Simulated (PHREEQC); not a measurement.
A solution holds 0.2 mol CuCl2 and 0.00012 mol FeCl3 per kg of water, at 90 °C. Closed to the air; pH follows from the charge balance.

The numbers come from PHREEQC with the ion-association model, phreeqc.dat.

```csv
quantity,before,after
pH,3.54,3.64
Cl- (mol/kgw),0.247,0.0612
CuCl+ (mol/kgw),0.129,0.0180
Cu+2 (mol/kgw),0.0583,0.0214
CuCl2 (mol/kgw),0.0121,0.000590
```

Question: What was changed between the two runs?
A) FeCl3 replaced by HCl at the same molality
B) CuCl2 from 0.2 to 0.04 mol/kgw
C) diluted 100-fold with water
D) CuCl2 from 0.2 to 0.02 mol/kgw
E) temperature from 90 to 70 °C

Answer: B, CuCl2 from 0.2 to 0.04 mol/kgw

Precipitation was switched off in this run. Some of these states are supersaturated (in Hematite (slow to form), Goethite (slow to form), for instance). Away from 25 °C the constants follow the database's enthalpies or fits; those with neither stay at their 25 °C values.
